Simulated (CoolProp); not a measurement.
Computed with CoolProp (reference Helmholtz-energy equation of state, McLinden 2015).

Task: Give the vapour pressure (MPa), vapour density (kg/m³), enthalpy of vaporisation (kJ/kg), liquid cp (kJ/(kg K)) of saturated the fluoroketone C6F12O (FK-5-1-12) at 377.2 K.

Result: 
```json
[
 {"T (K)": "377.2", "p (MPa)": "0.494", "vapour density (kg/m³)": "62.0", "enthalpy of vaporisation (kJ/kg)": "68.7", "liquid cp (kJ/(kg K))": "1.21"}
]
```
